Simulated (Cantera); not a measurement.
Charge: 1 mol SiH2Cl2, 34 mol N2, equilibrated at 0.0133 bar.

Cantera equilibrium calculation (NASA polynomials, part measured and part estimated; ideal gas, pure solids and liquids). Candidate condensed phases: NH4Cl, Si, Si3N4; 28 gas species. N2 is the only nitrogen source here; it is nearly inert below about 1500 K, so the nitride shown seldom forms there in practice. The numbers say what is thermodynamically allowed, not how fast it happens.

Task: What share of the Si ends up in condensed phases as a function of T (°C), at 802, 852, 902, 952, 1002, 1052, 1102, 1152, 1202, 1252, 1302, 1352?

Result: 
```csv
T (°C),Si condensed (%),as
802,87.3,Si3N4(s)
852,87.7,Si3N4(s)
902,87.9,Si3N4(s)
952,87.8,Si3N4(s)
1002,87.0,Si3N4(s)
1052,85.0,Si3N4(s)
1102,81.3,Si3N4(s)
1152,75.6,Si3N4(s)
1202,68.4,Si3N4(s)
1252,60.6,Si3N4(s)
1302,52.6,Si3N4(s)
1352,45.0,Si3N4(s)
```
